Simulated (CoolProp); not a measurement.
Saturation properties of R1233zd(E) (Tc = 438.9 K, pc = 3583 kPa, ω = 0.304).

Model: reference Helmholtz-energy equation of state, Akasaka 2022, in CoolProp.

| T (K) | p (kPa) | liquid density (kg/m³) | vapour density (kg/m³) | enthalpy of vaporisation (kJ/kg) |
|---|---|---|---|---|
| 320.9 | 274.8 | 1206 | 14.68 | 178.8 |
| 328.1 | 339.5 | 1187 | 18.01 | 174.7 |
| 335.3 | 415.3 | 1167 | 21.93 | 170.3 |
| 342.6 | 504.7 | 1146 | 26.58 | 165.6 |
| 349.8 | 606.3 | 1125 | 31.94 | 160.8 |
| 357 | 722.7 | 1103 | 38.19 | 155.6 |
| 364.2 | 855.1 | 1080 | 45.47 | 150.1 |
| 371.4 | 1005 | 1056 | 53.96 | 144.2 |
| 378.6 | 1174 | 1030 | 63.89 | 137.9 |
| 385.8 | 1363 | 1003 | 75.56 | 131.1 |
| 393 | 1574 | 973.3 | 89.39 | 123.6 |

It boils at 291.3 K under 1 atm.
